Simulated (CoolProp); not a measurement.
A Linde-Hampson liquefier for normal hydrogen: isothermal reversible compression at 290 K from 1 atm to 40 MPa, throttling to 1 atm, return gas leaving the recuperator 10 K below the feed. Each further row changes one setting.

Computed with CoolProp (reference Helmholtz-energy equation of state, Leachman 2009).

```tsv
case	compression work (kJ/kg of gas)
as stated	7450
high pressure 80 MPa	8590
warm-end temperature 320 K	8200
warm-end gap 15 K	7450
```
